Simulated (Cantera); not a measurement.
**Diamond growth**

A diamond (100) surface in a fixed gas of H2 with x(CH4) = 0.0023, x(H) = 0.013, x(CH3) = 8.2e-05, at 1325 K; coverages are run to steady state.

Computed with Cantera and the Harris–Goodwin 1993 mechanism for the reconstructed diamond (100) surface.

```
P (Pa)  growth (µm/h)  θ c6HH  θ c6H*  θ c6*H  θ c6**    θ c6HM
------  -------------  ------  ------  ------  ------  --------
790             0.112   0.366  0.0519   0.532  0.0500   1.92e-5
1200            0.188   0.366  0.0519   0.532  0.0500   2.94e-5
1800            0.314   0.366  0.0519   0.532  0.0500   4.39e-5
2700            0.532   0.366  0.0519   0.532  0.0500   6.51e-5
4000            0.908   0.366  0.0520   0.532  0.0500   9.42e-5
6000             1.61   0.366  0.0520   0.532  0.0500  0.000136
9000             2.92   0.366  0.0521   0.532  0.0501  0.000192
14000            5.64   0.366  0.0522   0.531  0.0501  0.000273
```
θ: site fractions in the mechanism's names (c6HH fully hydrogenated, c6H* and c6*H radical sites, c6** diradical, c6HM methylated).
